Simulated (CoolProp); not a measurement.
The numbers come from the reference Helmholtz-energy equation of state, Lemmon 2013 in CoolProp.

Problem. For propylene, give the phase and the density (kg/m³), Joule-Thomson coefficient (K/MPa), isothermal compressibility (1/MPa), fugacity coefficient at -94.65 °C and 0.601 MPa; 7.55 °C and 0.601 MPa; 109.75 °C and 0.601 MPa.

Solution. 
- -94.65 °C and 0.601 MPa: liquid; density 666, Joule-Thomson coefficient -0.504, isothermal compressibility 0.00105, fugacity coefficient 0.0105
- 7.55 °C and 0.601 MPa: gas; density 12.2, Joule-Thomson coefficient 23.2, isothermal compressibility 1.91, fugacity coefficient 0.898
- 109.75 °C and 0.601 MPa: gas; density 8.27, Joule-Thomson coefficient 8.62, isothermal compressibility 1.73, fugacity coefficient 0.962
